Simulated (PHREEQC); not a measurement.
A solution holds 0.2 mol Fe(NO3)3 per kg of water, at 20 °C. It is in equilibrium with CO2 at log p = -3.4 (atm). Otherwise closed; pH follows from the charge balance.

The numbers come from PHREEQC with the ion-association model, wateq4f.dat.

```yaml
pH: 1.68
ionic_strength: 1.17 mol/kgw
activity_of_water: 0.986
total_alkalinity: -400 meq/kg
```

```
species     molality  activity   log γ
----------  --------  --------  ------
NO3-           0.600     0.326  -0.265
Fe+3           0.172    0.0115  -1.175
H+            0.0281    0.0208  -0.131
FeOH+2        0.0161   0.00261  -0.789
Fe2(OH)2+4   0.00528  0.000226  -1.367
Fe3(OH)4+5  0.000350   2.55e-6  -2.137
Fe(OH)2+     5.20e-5   3.38e-5  -0.188
CO2          1.19e-5   1.56e-5   0.117
```

This is a speciation only: nothing precipitates in the calculation. Saturation is exceeded, for instance for Hematite (slow to form), Goethite (slow to form); the values hold only as long as no solid forms. The ionic strength is past about 0.7 mol/kgw, beyond the range of this activity model, so the values are rough.
